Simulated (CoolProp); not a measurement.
Vapour-liquid equilibrium of R152A (1) + R227EA (2) at 0.362 bar; x and y are mole fractions of (1).

Model: multi-fluid Helmholtz-energy mixture model, Outcalt 1996 and Lemmon 2016; pair parameters Bell 2016, in CoolProp.

Task: Give the bubble temperature and the first vapour's composition at x = 0.15, 0.25, 0.65. Is there an azeotrope?

Result: x = 0.15: -38.7 °C, y = 0.198; x = 0.25: -39.6 °C, y = 0.333; x = 0.65: -43.2 °C, y = 0.744. No azeotrope shows between x = 0.05 and 0.95.

Pair parameters are fitted to limited data, so mixtures are less certain than the pure fluids. The gap from Raoult's law changes sign with composition, which may be real or a fault of the pair parameters; it wasn't checked against measurements.
